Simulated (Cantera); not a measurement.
What does this Cantera script print?

```python
import numpy as np
import cantera as ct

gas_names = """
    CH3F SiF4 C6H6 C2F4 SiH3 F SiH4 CH2F2
""".split()
cond_names = """
    Si(cr) Si(L)
""".split()


# ... load() reads the species with a 1 bar reference pressure and builds the phases ...
species = {s.name: s for s in load("nasa_gas.yaml", gas_names) + load("nasa_condensed.yaml", cond_names)}
# Each term lists the table entries of one substance; the one whose range holds T is used.
reactions = {
    '4 CH3F(g) + 10 SiF4(g) + 3 C6H6(g) = 11 C2F4(g) + 10 SiH3(g)':
        [(-4, ['CH3F']), (-10, ['SiF4']), (-3, ['C6H6']), (11, ['C2F4']), (10, ['SiH3'])],
    '4 F(g) + 4 CH3F(g) + Si = SiH4(g) + 4 CH2F2(g)':
        [(-4, ['F']), (-4, ['CH3F']), (-1, ['Si(cr)', 'Si(L)']), (1, ['SiH4']), (4, ['CH2F2'])],
}


def pick(names, T):
    return next(species[n] for n in names if species[n].thermo.min_temp <= T <= species[n].thermo.max_temp)


results = []
for label, terms in reactions.items():
    print(label)
    print("     T/K   dH/kJ  dS/(J/K)   dG/kJ   log10 K")
    for T in [300, 2750, 2775, 2800, 2825, 2850, 2875, 2900, 2925, 2950]:
        used = [(nu, pick(names, T)) for nu, names in terms]
        dH = sum(nu * s.thermo.h(T) for nu, s in used) / 1e6
        dS = sum(nu * s.thermo.s(T) for nu, s in used) / 1e3
        dG = dH - T * dS / 1e3
        logK = -dG * 1e6 / (ct.gas_constant * T * np.log(10))
        results.append((label, T, dH, dS, dG, logK, [s.name for _, s in used]))
        print(f"{T:8g} {dH:8.1f} {dS:8.1f} {dG:8.1f} {logK:8.2f}")
```

Output:

```
4 CH3F(g) + 10 SiF4(g) + 3 C6H6(g) = 11 C2F4(g) + 10 SiH3(g)
     T/K   dH/kJ  dS/(J/K)   dG/kJ   log10 K
     300  11701.4    939.8  11419.5 -1988.27
    2750  11742.7   1042.2   8876.6  -168.60
    2775  11741.7   1041.8   8850.6  -166.59
    2800  11740.6   1041.5   8824.6  -164.62
    2825  11739.6   1041.1   8798.5  -162.68
    2850  11738.5   1040.7   8772.5  -160.78
    2875  11737.5   1040.3   8746.5  -158.91
    2900  11736.4   1040.0   8720.5  -157.07
    2925  11735.3   1039.6   8694.5  -155.26
    2950  11734.2   1039.2   8668.5  -153.49
4 F(g) + 4 CH3F(g) + Si = SiH4(g) + 4 CH2F2(g)
     T/K   dH/kJ  dS/(J/K)   dG/kJ   log10 K
     300  -1143.5   -354.2  -1037.3   180.60
    2750  -1205.1   -408.6    -81.5     1.55
    2775  -1205.1   -408.6    -71.2     1.34
    2800  -1205.1   -408.6    -61.0     1.14
    2825  -1205.1   -408.6    -50.8     0.94
    2850  -1205.2   -408.6    -40.6     0.74
    2875  -1205.2   -408.6    -30.4     0.55
    2900  -1205.2   -408.6    -20.2     0.36
    2925  -1205.2   -408.6     -9.9     0.18
    2950  -1205.3   -408.7      0.3    -0.00
```

Cantera with NASA thermochemical tables; ideal gases at 1 bar, condensed phases pure. The tables' values for C2F4 are old estimates. Condensed species are held in their standard states even where they would react or evaporate.
